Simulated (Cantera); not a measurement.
Input: 1 mol AlN, 0.43 mol HCl, 0.11 mol O2, at 800 K and 58000 Pa.

Cantera equilibrium calculation (NASA polynomials, part measured and part estimated; ideal gas, pure solids and liquids). Candidate condensed phases: Al, AlCl3, AlN, Al2O3, H2O, NH4Cl; 45 gas species. Condensed phases not in the tables: AlOCl. Equilibrium is a limit: real reactors are often held back by kinetics, nucleation or transport.

Base state: H2 0.377, N2 0.278, AlCl3 0.157, HCl 0.141, Al2Cl6 0.0475, NH3 0.000212 (mole fractions); condensed: AlN(s) + Al2O3(s).

Q: What changes in the equilibrium state with this change: temperature from 800 K to 1423.15 K?

A: 
```
species          before    after
-------------  --------  -------
H2                0.377    0.368
N2                0.278    0.269
AlCl3             0.157    0.244
Al2Cl6           0.0475  6.28e-5
HCl               0.141    0.117
AlCl2           1.04e-9  0.00148
AlCl              <1e-9  9.49e-5
NH3            0.000212  5.31e-6
AlN(s), mol       0.733    0.729
Al2O3(s), mol    0.0733   0.0733
```
Mutual solubility and eutectic melting of coexisting phases are not modelled. The tables' values for AlCl2 are old estimates; treat these amounts as uncertain.
